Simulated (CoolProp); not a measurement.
Computed with CoolProp (reference Helmholtz-energy equation of state, Lemmon 2013).

Question: Give the vapour pressure (MPa), vapour Z, liquid viscosity (µPa s), liquid conductivity (mW/(m K)) of saturated propylene at 204.9, 231 K.

Answer: 
| T (K) | p (MPa) | vapour Z | liquid viscosity (µPa s) | liquid conductivity (mW/(m K)) |
|---|---|---|---|---|
| 204.9 | 0.0356 | 0.983 | 250 | 154 |
| 231 | 0.129 | 0.957 | 184 | 143 |

Viscosity comes from a separate model (Huber 2003), an estimate that may be off by 10 % or more. Thermal conductivity comes from a separate model (Huber 2003), an estimate that may be off by 10 % or more.
